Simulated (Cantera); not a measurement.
Input: 1 mol Si, 0.35 mol CO2, 290 mol H2, held at 1075 K and 1330 Pa.

Equilibrium computed with Cantera from the NASA thermochemical tables; the gas is ideal and each condensed phase is pure. Candidate condensed phases: C, C6H6, C7H8, C8H18, H2O, Si, SiC, SiO2; 123 gas species. Mutual solubility and eutectic melting of coexisting phases are not modelled. Kinetics and transport are ignored.

Base state: H2 1.000 (mole fractions); condensed: Si(s) + SiC(s) + SiO2(β-quartz).

Q: What changes in the equilibrium state with this change: Si replaced by Fe?

A: 
```json
[
 {"species": "H2", "before": "1.000", "after": "0.998"},
 {"species": "H2O", "before": "5.42e-9", "after": "0.00120"},
 {"species": "CO", "before": "2.31e-9", "after": "0.00120"},
 {"species": "Si(s), mol", "before": "0.300", "after": "0"},
 {"species": "SiC(s), mol", "before": "0.350", "after": "0"},
 {"species": "SiO2(β-quartz), mol", "before": "0.350", "after": "0"},
 {"species": "Fe(α), mol", "before": "0", "after": "1.00"}
]
```
Further candidate phases: Fe, Fe(CO)5, FeO, Fe(OH)2, Fe(OH)3, Fe2O3, Fe3O4.
